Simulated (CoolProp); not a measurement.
Saturated liquid density (kg/m³) of propylene: the reference equation beside estimates from Tc = 91.1 °C, pc = 4555 kPa, ω = 0.146. Rackett uses Z = 0.29056 − 0.08775 ω.

The numbers come from the reference Helmholtz-energy equation of state, Lemmon 2013 in CoolProp.

| T (°C) | reference | Rackett | van der Waals | Redlich-Kwong | Soave-Redlich-Kwong | Peng-Robinson |
|---|---|---|---|---|---|---|
| 14.65 | 523.5 | 517.4 | 330.0 | 467.8 | 479.5 | 544.0 |
| 18.25 | 517.7 | 511.6 | 326.2 | 460.9 | 472.7 | 536.3 |
| 21.75 | 511.8 | 505.9 | 322.3 | 454.0 | 465.8 | 528.5 |
| 25.35 | 505.7 | 499.8 | 318.3 | … | 458.6 | 520.3 |
| 28.85 | 499.5 | 493.8 | … | 439.4 | 451.3 | 511.9 |
| 32.35 | 493.2 | 487.5 | 310.1 | 431.8 | 443.7 | 503.3 |
| 35.95 | 486.4 | 480.9 | 305.6 | 423.9 | 435.6 | 494.1 |
| 39.45 | 479.7 | 474.3 | 301.2 | 415.8 | 427.5 | 484.8 |
| 42.95 | 472.7 | 467.4 | 296.5 | 407.5 | 419.1 | 475.0 |
| 46.55 | 465.2 | 460.1 | 291.6 | 398.7 | 410.1 | 464.6 |
| 50.05 | 457.6 | 452.7 | 286.6 | 389.7 | 400.9 | 454.0 |
| 53.55 | 449.6 | 445.0 | 281.4 | 380.4 | 391.3 | 442.8 |
| 57.15 | 440.9 | 436.6 | 275.8 | 370.3 | 380.9 | 430.8 |
| 60.65 | 432.0 | 428.0 | 270.0 | 360.1 | 370.3 | 418.3 |
| 64.15 | 422.5 | 418.8 | 263.9 | 349.3 | 359.1 | … |

Q: Some entries are withheld; supply them.

A: 
- 25.35, Redlich-Kwong: 446.7
- 28.85, van der Waals: 314.2
- 64.15, Peng-Robinson: 405.2

Absolute difference from the reference over all 15 rows, mean and median: Rackett 1.1 and 1.1 %, van der Waals 37.2 and 37.2 %, Redlich-Kwong 13.6 and 13.3 %, Soave-Redlich-Kwong 11.2 and 10.9 %, Peng-Robinson 2.2 and 2.3 %.
